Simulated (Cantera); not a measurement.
## Adiabatic ignition

An adiabatic, constant-pressure homogeneous reactor starts with 17.4 % CH₃OH, 17.4 % O₂, 65.3 % N₂, at 1348 K and 9.87 atm.

Computed with Cantera and GRI-Mech 3.0 (53 species, 325 reactions). GRI-Mech 3.0 was tuned for natural gas; its chemistry of methanol as a main component is partial and can be far from experiment.

```json
[
 {"t (s)": "2.00e-6", "T (K)": "1348", "x CH₃OH": "0.174", "x O₂": "0.174", "x O": "6.69e-10", "x H₂O": "3.56e-6", "x N₂O": "2.42e-12"},
 {"t (s)": "1.07e-5", "T (K)": "1348", "x CH₃OH": "0.174", "x O₂": "0.174", "x O": "7.35e-10", "x H₂O": "2.02e-5", "x N₂O": "7.68e-11"},
 {"t (s)": "5.69e-5", "T (K)": "1349", "x CH₃OH": "0.173", "x O₂": "0.173", "x O": "1.95e-9", "x H₂O": "0.000312", "x N₂O": "2.06e-9"},
 {"t (s)": "0.000304", "T (K)": "2736", "x CH₃OH": "<1e-12", "x O₂": "0.000483", "x O": "0.000294", "x H₂O": "0.232", "x N₂O": "1.64e-7"},
 {"t (s)": "0.00162", "T (K)": "2731", "x CH₃OH": "<1e-12", "x O₂": "0.000454", "x O": "0.000279", "x H₂O": "0.232", "x N₂O": "1.91e-7"},
 {"t (s)": "0.00864", "T (K)": "2731", "x CH₃OH": "<1e-12", "x O₂": "0.000453", "x O": "0.000278", "x H₂O": "0.232", "x N₂O": "1.92e-7"},
 {"t (s)": "0.0461", "T (K)": "2731", "x CH₃OH": "<1e-12", "x O₂": "0.000453", "x O": "0.000278", "x H₂O": "0.232", "x N₂O": "1.92e-7"},
 {"t (s)": "0.246", "T (K)": "2731", "x CH₃OH": "<1e-12", "x O₂": "0.000453", "x O": "0.000278", "x H₂O": "0.232", "x N₂O": "1.92e-7"},
 {"t (s)": "1.31", "T (K)": "2731", "x CH₃OH": "<1e-12", "x O₂": "0.000453", "x O": "0.000278", "x H₂O": "0.232", "x N₂O": "1.92e-7"},
 {"t (s)": "7.00", "T (K)": "2731", "x CH₃OH": "<1e-12", "x O₂": "0.000453", "x O": "0.000278", "x H₂O": "0.232", "x N₂O": "1.92e-7"}
]
```
x: mole fraction; the columns are a selection and need not sum to one.

```yaml
time_of_steepest_temperature_rise: 0.152 ms
temperature at 7.00 s: 2731 K
equilibrium_temperature: 2731 K
x(CH₃OH) at 7.00 s: <1e-12 (gas-phase equilibrium <1e-12)
x(O₂) at 7.00 s: 0.000453 (gas-phase equilibrium 0.000453)
x(O) at 7.00 s: 0.000278 (gas-phase equilibrium 0.000278)
```
